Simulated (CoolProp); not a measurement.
Saturation properties of R113 (Tc = 487.2 K, pc = 3.392 MPa, ω = 0.253).

Model: reference Helmholtz-energy equation of state, Marx 1992, in CoolProp.

| T (K) | p (MPa) | liquid density (kg/m³) | vapour density (kg/m³) | enthalpy of vaporisation (kJ/kg) | surface tension (mN/m) |
|---|---|---|---|---|---|
| 251 | 0.004582 | 1673 | 0.4131 | 165.3 | 22.7 |
| 256.1 | 0.006158 | 1661 | 0.5447 | 163.8 | 22.1 |
| 261.2 | ? | 1649 | 0.7088 | 162.3 | ? |
| 266.3 | 0.01068 | 1638 | 0.9111 | ? | 20.9 |
| 271.4 | ? | ? | 1.158 | 159.3 | 20.3 |
| 276.5 | 0.01765 | 1614 | 1.455 | 157.8 | 19.7 |
| 281.6 | ? | 1602 | 1.812 | 156.3 | 19.1 |
| 286.8 | 0.02808 | 1590 | ? | 154.7 | 18.5 |

Task: What belongs in the gaps?

Result: 
- 261.2, p (MPa): 0.008163
- 261.2, surface tension (mN/m): 21.4
- 266.3, enthalpy of vaporisation (kJ/kg): 160.8
- 271.4, p (MPa): 0.01381
- 271.4, liquid density (kg/m³): 1626
- 281.6, p (MPa): 0.02233
- 286.8, vapour density (kg/m³): 2.243

It boils at 320.7 K under 1 atm.

Surface tension comes from a separate correlation (Mulero 2012).
